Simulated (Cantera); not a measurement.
Mixture: C₃H₈ : O₂ : N₂ = 1 : 2.63 : 9.89 (molar parts), equivalence ratio 1.9, at 500000 Pa, adiabatic and at constant pressure. Ignition delay is the time to a rise of 400 K.

Computed with Cantera and GRI-Mech 3.0 (53 species, 325 reactions). GRI-Mech 3.0 was tuned for natural gas; its chemistry of propane as a main component is partial and can be far from experiment.

Question: What does this change do: 0.87 parts H2O added?

Answer: 
```tsv
quantity	before	after
delay at 1298 K	0.479 ms	0.523 ms
delay at 1348 K	0.217 ms	0.239 ms
delay at 1398 K	0.106 ms	0.118 ms
delay at 1448 K	56.6 µs	63.2 µs
delay at 1498 K	32.5 µs	36.3 µs
delay at 1548 K	20.0 µs	22.3 µs
delay at 1598 K	13.1 µs	14.5 µs
apparent activation energy between 1498 and 1598 K	180 kJ/mol	180 kJ/mol
```
